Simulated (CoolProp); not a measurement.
A closed Brayton cycle with nitrogen: compressor inlet 333.15 K and 5.2 MPa, high pressure 14.5 MPa, turbine inlet 805 K, compressor efficiency 0.8, turbine efficiency 0.85, recuperator effectiveness 0.8 (on enthalpy, no pinch check). Each further row changes one setting.

Values from CoolProp's reference Helmholtz-energy equation of state, Span 2000.

```json
[
 {"case": "as stated", "thermal efficiency (%)": "16.0", "net work (kJ/kg)": "36.5", "compressor to turbine work": "0.81", "compressor exit (K)": "476.0", "turbine exit (K)": "639.7"},
 {"case": "turbine inlet 755 K", "thermal efficiency (%)": "11.9", "net work (kJ/kg)": "24.6", "compressor to turbine work": "0.86", "compressor exit (K)": "476.0", "turbine exit (K)": "[?]"},
 {"case": "compressor inlet 343.15 K", "thermal efficiency (%)": "14.2", "net work (kJ/kg)": "31.7", "compressor to turbine work": "0.83", "compressor exit (K)": "490.1", "turbine exit (K)": "639.7"},
 {"case": "high pressure 12.3 MPa", "thermal efficiency (%)": "[?]", "net work (kJ/kg)": "[?]", "compressor to turbine work": "[?]", "compressor exit (K)": "450.2", "turbine exit (K)": "[?]"},
 {"case": "recuperator effectiveness 0.5", "thermal efficiency (%)": "[?]", "net work (kJ/kg)": "36.5", "compressor to turbine work": "0.81", "compressor exit (K)": "476.0", "turbine exit (K)": "639.7"}
]
```

Fill in the missing entries.


- turbine inlet 755 K, turbine exit (K): 598.4
- high pressure 12.3 MPa, thermal efficiency (%): 17.7
- high pressure 12.3 MPa, net work (kJ/kg): 37.3
- high pressure 12.3 MPa, compressor to turbine work: 0.77
- high pressure 12.3 MPa, turbine exit (K): 663.6
- recuperator effectiveness 0.5, thermal efficiency (%): 13.0
